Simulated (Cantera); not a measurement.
A closed system holds: 1 mol BF3, 2.3 mol N2, 1.4 mol O2, held at 0.0975 Torr.

Equilibrium computed with Cantera from the NASA thermochemical tables; the gas is ideal and each condensed phase is pure. Candidate condensed phases: B, BN, B2O3; 31 gas species. The tables' values for BF2 are old estimates; treat these amounts as uncertain. The numbers say what is thermodynamically allowed, not how fast it happens.

x: gas mole fraction; nothing condenses.

```tsv
T (°C)	x N2	x O2	x BF3	x F	x BOF	x O
1027	0.489	0.298	0.213	7.20e-5	3.56e-5	8.46e-6
1127	0.489	0.297	0.213	0.000337	0.000168	4.53e-5
1227	0.488	0.297	0.212	0.00129	0.000641	0.000194
1327	0.487	0.295	0.210	0.00415	0.00207	0.000690
1427	0.483	0.290	0.205	[?]	[?]	[?]
1527	0.476	0.279	0.193	[?]	[?]	[?]
1627	0.461	0.258	0.171	0.0612	0.0306	0.0133
1727	0.437	0.222	0.134	0.116	0.0577	0.0277
1827	0.405	0.173	0.0843	0.186	0.0931	0.0508
```

Task: What belongs in the gaps?

Result: 
- 1527, x F: 0.0283
- 1527, x BOF: 0.0141
- 1527, x O: 0.00564
- 1427, x F: 0.0116
- 1427, x BOF: 0.00577
- 1427, x O: 0.00211
